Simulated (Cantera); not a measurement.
What does this Cantera script print?

```python
import numpy as np
import cantera as ct

gas = ct.Solution("gri30.yaml")
gas.TPX = 925, 460000, {'CO': 0.0072, 'O2': 0.035, 'H2O': 0.0001, 'N2': 1}
reactor = ct.IdealGasConstPressureReactor(gas, energy="off", clone=False)
net = ct.ReactorNet([reactor])
net.rtol, net.atol = 1e-08, 1e-18
show = ['CO', 'O2', 'H2O', 'NO2', 'OH', 'NO']
times = np.geomspace(6e-05, 100, 10)

steps = ct.SolutionArray(gas, extra=["t"])
rows = []
print(f"{'t/s':>10s}{'T/K':>9s}{'P/Pa':>11s}" + "".join(f"{s:>11s}" for s in show))
for t in times:
    while net.time < t:
        t_next = net.step()
        steps.append(gas.state, t=t_next)
    rows.append([np.interp(t, steps.t, y) for y in (steps.T, steps.P, *steps(*show).X.T)])
    print(f"{t:10.3e}{rows[-1][0]:9.1f}{rows[-1][1]:11.4g}" + "".join(f"{x:11.3e}" for x in rows[-1][2:]))
rate = np.gradient(steps.T, steps.t)
print("integrator steps:", len(steps.t))
if steps.T.max() > steps.T[0] + 200:
    print(f"time of steepest temperature rise: {steps.t[rate.argmax()]:.4e} s")
gas.TPX = 925, 460000, {'CO': 0.0072, 'O2': 0.035, 'H2O': 0.0001, 'N2': 1}
gas.equilibrate("TP")
print(f"equilibrium (TP): T = {gas.T:.1f} K  " + "  ".join(f"{s} {gas[s].X[0]:.3e}" for s in show))
```

It prints:

```
       t/s      T/K       P/Pa         CO         O2        H2O        NO2         OH         NO
 6.000e-05    925.0    4.6e+05  6.908e-03  3.358e-02  9.594e-05  2.297e-32  1.622e-15  5.194e-24
 2.948e-04    925.0    4.6e+05  6.908e-03  3.358e-02  9.594e-05  1.045e-29  8.518e-15  1.173e-22
 1.448e-03    925.0    4.6e+05  6.908e-03  3.358e-02  9.594e-05  2.866e-27  2.659e-14  1.985e-21
 7.114e-03    925.0    4.6e+05  6.908e-03  3.358e-02  9.594e-05  3.062e-25  5.606e-14  2.157e-20
 3.495e-02    925.0    4.6e+05  6.908e-03  3.358e-02  9.594e-05  4.412e-23  1.825e-13  2.776e-19
 1.717e-01    925.0    4.6e+05  6.908e-03  3.358e-02  9.594e-05  1.565e-20  8.112e-13  5.518e-18
 8.434e-01    925.0    4.6e+05  6.907e-03  3.358e-02  9.594e-05  8.642e-18  4.082e-12  1.310e-16
 4.143e+00    925.0    4.6e+05  6.899e-03  3.358e-02  9.594e-05  3.548e-15  2.369e-11  1.717e-15
 2.036e+01    925.0    4.6e+05  6.736e-03  3.350e-02  9.593e-05  4.141e-13  7.672e-11  2.306e-14
 1.000e+02    925.0    4.6e+05  5.773e-03  3.303e-02  9.594e-05  1.611e-11  8.134e-11  5.575e-13
integrator steps: 349
equilibrium (TP): T = 925.0 K  CO 7.229e-14  O2 3.023e-02  H2O 9.627e-05  NO2 4.156e-07  OH 3.087e-10  NO 5.411e-06
```

Detailed kinetics in Cantera: GRI-Mech 3.0 (53 species, 325 reactions).
